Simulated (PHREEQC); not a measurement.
Dissolve 150 mmol/kgw NaHSO4, 51 mmol/kgw NaOH and 0.26 mmol/kgw LiCl at 25 °C. Closed to the air; pH follows from the charge balance.

Model: ion-association model, phreeqc.dat, run in PHREEQC.

Problem. The ionic strength comes out as 0.289 mol/kgw. What activity coefficients do SO4-2, Cl-, LiSO4-, H+, Li+ get?

Solution. SO4-2 0.25, Cl- 0.69, LiSO4- 0.71, H+ 0.78, Li+ 0.74.

Precipitation was switched off in this run.
